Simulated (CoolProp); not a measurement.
Vapour-liquid equilibrium of n-hexane (1) + p-xylene (2) at 177.05 °C; x and y are mole fractions of (1).

Values from CoolProp's multi-fluid Helmholtz-energy mixture model, Thol 2019 and Zhou 2012; pair parameters Bell 2016.

```tsv
x	bubble pressure (bar)	y at the bubble point	dew pressure at overall composition x (bar)	liquid density (mol/L)
0.05	3.118	0.198	2.695	6.673
0.2	4.659	0.519	3.123	6.544
0.35	6.104	0.679	3.703	6.402
0.5	7.491	0.781	4.531	6.245
0.65	8.868	0.857	5.785	6.071
0.8	10.29	0.921	7.802	5.875
0.95	11.82	0.980	11.02	5.650
```

No azeotrope shows between x = 0.05 and 0.95.

The pair parameters rest on a limited set of measurements; away from them the model extrapolates. The gap from Raoult's law changes sign with composition, which may be real or a fault of the pair parameters; it wasn't checked against measurements.
